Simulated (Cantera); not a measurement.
An isothermal, constant-pressure homogeneous reactor starts with C2H4 : H2 = 1 : 3.2 (molar parts), at 1325 K and 0.132 atm. Integrator tolerance rtol = 1e-08.

Computed with Cantera and GRI-Mech 3.0 (53 species, 325 reactions). GRI-Mech 3.0 was tuned for natural gas; its chemistry of ethylene as a main component is partial and can be far from experiment. GRI-Mech 3.0 stops at C3 and has no aromatics, soot or wall deposition, so with more carbon than oxygen in the feed, carbon stays in small species such as C2H2 where larger ones or solid carbon would form.

Task: What does this change do: temperature 1325 to 1023 K?

Result: 
```tsv
quantity	before	after
x(C2H4) at 20.0 s	0.0284 (gas-phase equilibrium 0.0218)	0.194 (gas-phase equilibrium 0.00235)
x(H2) at 20.0 s	0.742 (gas-phase equilibrium 0.676)	0.735 (gas-phase equilibrium 0.379)
x(C2H6) at 20.0 s	9.57e-5 (gas-phase equilibrium 7.71e-5)	0.0338 (gas-phase equilibrium 0.000216)
x(H) at 20.0 s	7.26e-6 (gas-phase equilibrium 3.71e-6)	3.23e-7 (gas-phase equilibrium 7.03e-9)
x(C2H) at 20.0 s	7.67e-10 (gas-phase equilibrium 3.56e-10)	<1e-12 (gas-phase equilibrium <1e-12)
x(CH4) at 20.0 s	0.0865 (gas-phase equilibrium 0.183)	0.0327 (gas-phase equilibrium 0.618)
x(C2H2) at 20.0 s	0.143 (gas-phase equilibrium 0.118)	0.00493 (gas-phase equilibrium 0.000150)
```

Task: What does this change do: pressure from 0.132 atm to 0.987 atm?

Result: 
| quantity | before | after |
|---|---|---|
| x(C2H4) at 20.0 s | 0.0284 (gas-phase equilibrium 0.0218) | 0.0327 (gas-phase equilibrium 0.0313) |
| x(H2) at 20.0 s | 0.742 (gas-phase equilibrium 0.676) | 0.501 (gas-phase equilibrium 0.496) |
| x(C2H6) at 20.0 s | 9.57e-5 (gas-phase equilibrium 7.71e-5) | 0.000636 (gas-phase equilibrium 0.000609) |
| x(H) at 20.0 s | 7.26e-6 (gas-phase equilibrium 3.71e-6) | 1.21e-6 (gas-phase equilibrium 1.16e-6) |
| x(C2H) at 20.0 s | 7.67e-10 (gas-phase equilibrium 3.56e-10) | 4.24e-11 (gas-phase equilibrium 3.96e-11) |
| x(CH4) at 20.0 s | 0.0865 (gas-phase equilibrium 0.183) | 0.434 (gas-phase equilibrium 0.441) |
| x(C2H2) at 20.0 s | 0.143 (gas-phase equilibrium 0.118) | 0.0320 (gas-phase equilibrium 0.0309) |

Task: What does this change do: pressure from 0.132 atm to 0.0132 atm?

Result: 
```
quantity                                              before                                    after
-----------------  -----------------------------------------  ---------------------------------------
x(C2H4) at 20.0 s      0.0284 (gas-phase equilibrium 0.0218)  0.00419 (gas-phase equilibrium 0.00388)
x(H2) at 20.0 s          0.742 (gas-phase equilibrium 0.676)      0.806 (gas-phase equilibrium 0.787)
x(C2H6) at 20.0 s    9.57e-5 (gas-phase equilibrium 7.71e-5)  1.21e-6 (gas-phase equilibrium 1.59e-6)
x(H) at 20.0 s       7.26e-6 (gas-phase equilibrium 3.71e-6)  1.49e-5 (gas-phase equilibrium 1.27e-5)
x(C2H) at 20.0 s   7.67e-10 (gas-phase equilibrium 3.56e-10)  1.91e-9 (gas-phase equilibrium 1.59e-9)
x(CH4) at 20.0 s        0.0865 (gas-phase equilibrium 0.183)   0.00145 (gas-phase equilibrium 0.0284)
x(C2H2) at 20.0 s        0.143 (gas-phase equilibrium 0.118)      0.188 (gas-phase equilibrium 0.180)
```
Radical loss at walls, strong at low pressure, is not modelled.
